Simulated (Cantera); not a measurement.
# Adiabatic ignition

An adiabatic, constant-volume homogeneous reactor starts with 28.3 % H2, 15.0 % O2, 56.6 % N2, 0.184 % NO, at 1100 K and 500000 Pa.

Model: GRI-Mech 3.0 (53 species, 325 reactions), integrated in Cantera. The hydrogen kinetics of GRI-Mech 3.0 are dated; newer H2 mechanisms differ, most at raised pressure. The mechanism lacks 2 NO + O2 → 2 NO2 and HONO, so NO2 and the effect of NO are under-described below about 1400 K. Above 3000 K some thermodynamic fits are extrapolated.

```json
[
 {"t (s)": "1.00e-5", "T (K)": "1100", "P (bar)": "5.00", "x H2": "0.283", "x O2": "0.150", "x NO": "0.00184", "x HO2": "2.30e-7", "x H2O": "4.32e-7", "x H": "6.08e-8", "x NO2": "1.65e-7"},
 {"t (s)": "2.85e-5", "T (K)": "1102", "P (bar)": "5.01", "x H2": "0.283", "x O2": "0.150", "x NO": "0.00179", "x HO2": "6.49e-5", "x H2O": "0.000181", "x H": "1.89e-5", "x NO2": "4.86e-5"},
 {"t (s)": "8.09e-5", "T (K)": "3042", "P (bar)": "12.3", "x H2": "0.0315", "x O2": "0.0161", "x NO": "0.00691", "x HO2": "2.04e-5", "x H2O": "0.269", "x H": "0.00915", "x NO2": "3.75e-6"},
 {"t (s)": "0.000230", "T (K)": "3033", "P (bar)": "12.2", "x H2": "0.0322", "x O2": "0.0146", "x NO": "0.0115", "x HO2": "1.86e-5", "x H2O": "0.269", "x H": "0.00903", "x NO2": "5.97e-6"},
 {"t (s)": "0.000655", "T (K)": "3033", "P (bar)": "12.2", "x H2": "0.0322", "x O2": "0.0145", "x NO": "0.0117", "x HO2": "1.85e-5", "x H2O": "0.269", "x H": "0.00903", "x NO2": "6.08e-6"},
 {"t (s)": "0.00186", "T (K)": "3033", "P (bar)": "12.2", "x H2": "0.0322", "x O2": "0.0145", "x NO": "0.0117", "x HO2": "1.85e-5", "x H2O": "0.269", "x H": "0.00903", "x NO2": "6.08e-6"},
 {"t (s)": "0.00530", "T (K)": "3033", "P (bar)": "12.2", "x H2": "0.0322", "x O2": "0.0145", "x NO": "0.0117", "x HO2": "1.85e-5", "x H2O": "0.269", "x H": "0.00903", "x NO2": "6.08e-6"},
 {"t (s)": "0.0151", "T (K)": "3033", "P (bar)": "12.2", "x H2": "0.0322", "x O2": "0.0145", "x NO": "0.0117", "x HO2": "1.85e-5", "x H2O": "0.269", "x H": "0.00903", "x NO2": "6.08e-6"},
 {"t (s)": "0.0429", "T (K)": "3033", "P (bar)": "12.2", "x H2": "0.0322", "x O2": "0.0145", "x NO": "0.0117", "x HO2": "1.85e-5", "x H2O": "0.269", "x H": "0.00903", "x NO2": "6.08e-6"},
 {"t (s)": "0.122", "T (K)": "3033", "P (bar)": "12.2", "x H2": "0.0322", "x O2": "0.0145", "x NO": "0.0117", "x HO2": "1.85e-5", "x H2O": "0.269", "x H": "0.00903", "x NO2": "6.08e-6"},
 {"t (s)": "0.347", "T (K)": "3033", "P (bar)": "12.2", "x H2": "0.0322", "x O2": "0.0145", "x NO": "0.0117", "x HO2": "1.85e-5", "x H2O": "0.269", "x H": "0.00903", "x NO2": "6.08e-6"},
 {"t (s)": "0.988", "T (K)": "3033", "P (bar)": "12.2", "x H2": "0.0322", "x O2": "0.0145", "x NO": "0.0117", "x HO2": "1.85e-5", "x H2O": "0.269", "x H": "0.00903", "x NO2": "6.08e-6"},
 {"t (s)": "2.81", "T (K)": "3033", "P (bar)": "12.2", "x H2": "0.0322", "x O2": "0.0145", "x NO": "0.0117", "x HO2": "1.85e-5", "x H2O": "0.269", "x H": "0.00903", "x NO2": "6.08e-6"},
 {"t (s)": "8.00", "T (K)": "3033", "P (bar)": "12.2", "x H2": "0.0322", "x O2": "0.0145", "x NO": "0.0117", "x HO2": "1.85e-5", "x H2O": "0.269", "x H": "0.00903", "x NO2": "6.08e-6"}
]
```
x: mole fraction; the columns are a selection and need not sum to one.

```json
{
 "time_of_steepest_temperature_rise": "41.4 µs",
 "temperature at 8.00 s": "3033 K",
 "equilibrium_temperature": "3033 K",
 "x(H2) at 8.00 s": "0.0322 (gas-phase equilibrium 0.0322)",
 "x(O2) at 8.00 s": "0.0145 (gas-phase equilibrium 0.0145)",
 "x(NO) at 8.00 s": "0.0117 (gas-phase equilibrium 0.0117)"
}
```
